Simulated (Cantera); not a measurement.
Input: 1 mol ZrO₂, 290 mol H₂, 3.5 mol N₂, at 1500 Torr.

Method: chemical equilibrium by Gibbs-energy minimisation in Cantera with the NASA 1993 tables (ideal gas, pure condensed phases). Candidate condensed phases: H₂O, Zr, ZrN, ZrO₂; 28 gas species. Mutual solubility and eutectic melting of coexisting phases are not modelled. ZrN: taken at fixed stoichiometry. Condensed phases not in the tables: solid solutions among these carbides, nitrides and lower oxides. The numbers say what is thermodynamically allowed, not how fast it happens.

Question: At 1698 K, list the 4 most abundant gas species with their mole fractions, and the condensed phases.

Answer: H₂ 0.988, N₂ 0.0119, H 0.000102, H₂O 3.05e-5. Condensed: ZrN(s) + ZrO₂(tetragonal).
